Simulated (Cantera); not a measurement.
## SiO2 + H2 + N2 (hydrogen reduction and annealing atmospheres)

Charge: 1 mol SiO2, 330 mol H2, 0.55 mol N2, equilibrated at 1330 Pa.

These are equilibrium values from Cantera (NASA tables, ideal gas, pure condensed phases), not measurements of a reactor. Candidate condensed phases: H2O, Si, SiO2, Si2N2O, Si3N4; 35 gas species. The tables hold silica as quartz up to 1696 K and as liquid above; real silica turns to tridymite and cristobalite and melts near 1996 K. Equilibrium is a limit: real reactors are often held back by kinetics, nucleation or transport.

From 1498 K to 1648 K the condensed part is SiO2(β-quartz). From 1698 K to 2148 K nothing is condensed. The main Si-bearing gas is SiO throughout.

```csv
T (K),log p H2,log p H,log p SiO,log p H2O,n SiO2(β-quartz)
1498,-1.88,-5.70,-5.33,-5.33,0.885
1548,-1.88,-5.45,-5.03,-5.03,0.768
1598,-1.88,-5.21,-4.75,-4.75,0.553
1648,-1.88,-4.99,-4.48,-4.48,0.174
1698,-1.88,-4.78,-4.40,-4.40,0
1748,-1.88,-4.58,-4.40,-4.40,0
1798,-1.88,-4.39,-4.40,-4.40,0
1848,-1.88,-4.22,-4.40,-4.40,0
1898,-1.88,-4.05,-4.40,-4.40,0
1948,-1.88,-3.89,-4.40,-4.40,0
1998,-1.88,-3.74,-4.40,-4.40,0
2048,-1.89,-3.59,-4.40,-4.40,0
2098,-1.89,-3.46,-4.40,-4.40,0
2148,-1.89,-3.33,-4.40,-4.41,0
```
log p: log10 of the partial pressure in bar; n: condensed amount in mol.
